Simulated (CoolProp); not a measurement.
R1336mzz(E) along the isotherm 136.85 °C: fugacity coefficient from the reference equation and from simpler models built on Tc = 130.4 °C, pc = 2779 kPa, ω = 0.413; each cubic takes its own stable root.

The numbers come from the reference Helmholtz-energy equation of state, Akasaka 2023 in CoolProp.

```csv
p (kPa),phase,reference
18,gas,0.9978
41,gas,0.9950
93.4,gas,0.9886
212,gas,0.9742
484,gas,0.9415
1100,gas,0.8691
2500,gas,0.7091
5700,supercritical,0.4047
```

Q: How far does each simpler model (van der Waals, Redlich-Kwong, Peng-Robinson) lie from the reference over these 8 states: mean and median of the absolute difference, and the worst?

A: 
- van der Waals: mean 2.6 %, median 0.7 %, worst +11.9 % at 136.85 °C and 5700 kPa
- Redlich-Kwong: mean 0.8 %, median 0.2 %, worst +4.5 % at 136.85 °C and 5700 kPa
- Peng-Robinson: mean 0.4 %, median 0.2 %, worst -1.4 % at 136.85 °C and 2500 kPa
